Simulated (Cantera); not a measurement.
Charge: 1 mol AlCl3, 1.1 mol N2, 85 mol H2, held at 0.530 bar.

Method: chemical equilibrium by Gibbs-energy minimisation in Cantera with the NASA 1993 tables (ideal gas, pure condensed phases). Candidate condensed phases: Al, AlCl3, AlN, NH4Cl; 20 gas species. Kinetics and transport are ignored.

Question: At 725 K, list the 5 most abundant gas species with their mole fractions, and the condensed phases.

Answer: H2 0.961, HCl 0.0292, N2 0.00761, AlCl3 0.00168, NH3 0.000299. Condensed: AlN(s).
